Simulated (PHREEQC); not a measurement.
Leach liquor (model solution)

Solution (25 °C): 0.006 mol/kgw HCl, 5.1e-05 mol/kgw LiCl and 0.034 mol/kgw Na2SO4. Closed to the air; pH follows from the charge balance.

Computed with PHREEQC (ion-association model, phreeqc.dat).

```yaml
pH: 2.62
ionic_strength: 0.0951 mol/kgw
specific_conductance: 7230 µS/cm
density: 1.001 g/cm³
total_alkalinity: -6.00 meq/kg
```

```tsv
species	molality	activity	log γ
Na+	0.0646	0.0509	-0.103
SO4-2	0.0275	0.0104	-0.421
Cl-	0.00605	0.00466	-0.113
NaSO4-	0.00336	0.00266	-0.102
HSO4-	0.00310	0.00243	-0.106
H+	0.00290	0.00240	-0.082
Li+	4.87e-5	3.89e-5	-0.098
LiSO4-	2.25e-6	1.77e-6	-0.104
```

Precipitation was switched off in this run.
